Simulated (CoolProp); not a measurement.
Values from CoolProp's reference Helmholtz-energy equation of state, Wagner 2002.

Q: Give the vapour pressure (MPa), liquid density (kg/m³), enthalpy of vaporisation (kJ/kg), surface tension (mN/m) of saturated water at 447.9, 483.3 K.

A: 
```json
[
 {"T (K)": "447.9", "p (MPa)": "0.887", "liquid density (kg/m³)": "893", "enthalpy of vaporisation (kJ/kg)": "2030", "surface tension (mN/m)": "43.2"},
 {"T (K)": "483.3", "p (MPa)": "1.91", "liquid density (kg/m³)": "853", "enthalpy of vaporisation (kJ/kg)": "1900", "surface tension (mN/m)": "35.2"}
]
```

Surface tension comes from a separate correlation (Mulero 2012).
